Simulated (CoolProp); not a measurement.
Saturated liquid density (kg/m³) of dimethyl ether: the reference equation beside estimates from Tc = 127.2 °C, pc = 5.337 MPa, ω = 0.196. Rackett uses Z = 0.29056 − 0.08775 ω.

Values from CoolProp's reference Helmholtz-energy equation of state, Wu 2011.

| T (°C) | reference | Rackett | Redlich-Kwong | Soave-Redlich-Kwong | Peng-Robinson |
|---|---|---|---|---|---|
| -37.35 | 752.2 | 738.8 | 676.0 | 689.6 | 778.2 |
| -25.35 | 736.0 | 723.1 | 659.8 | 674.8 | 762.2 |
| -13.45 | 719.4 | 707.0 | 642.9 | 659.0 | 745.2 |
| -1.55 | 702.3 | 690.2 | 624.9 | 642.2 | 726.8 |
| 10.45 | 684.3 | 672.6 | 605.7 | 623.9 | 706.7 |
| 22.35 | 665.7 | 654.3 | 585.3 | 604.2 | 685.0 |
| 34.35 | 646.0 | 634.8 | 563.2 | 582.8 | 661.0 |
| 46.25 | 625.2 | 614.3 | 539.7 | 559.5 | 634.9 |

Absolute difference from the reference over all 8 rows, mean and median: Rackett 1.7 and 1.7 %, Redlich-Kwong 11.5 and 11.3 %, Soave-Redlich-Kwong 9.0 and 8.7 %, Peng-Robinson 3.0 and 3.4 %.
